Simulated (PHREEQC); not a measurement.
A column of 0.2 m (40 cells, dispersivity 0.01 m, 720 s a shift, diffusion coefficient 3e-10 m²/s) holds 0.13 eq of the database's cation exchanger X per kg of pore water, first in equilibrium with 0.00049 mol/kgw (NH4)2SO4 and 1e-05 mol/kgw HCl. It is flushed with 0.066 mol/kgw CaCl2, 0.096 mol/kgw MnCl2 and 1e-05 mol/kgw HCl, at 25 °C. Values are for the last cell. No CO2 enters from the air. Nothing may precipitate in this run.

All values are PHREEQC results (ion-association model, phreeqc.dat), not measurements.

**Question.** Predict Mn in solution (mol/kgw), Ca in solution (mol/kgw) at pore volumes = 1.212, 2.413, 2.513, 2.913.

**Answer.** 
| pore volumes | Mn in solution (mol/kgw) | Ca in solution (mol/kgw) |
|---|---|---|
| 1.212 | 0.0536 | 0.0135 |
| 2.413 | 0.0950 | 0.0610 |
| 2.513 | 0.0953 | 0.0620 |
| 2.913 | 0.0958 | 0.0645 |

Species that the database lacks are ignored.
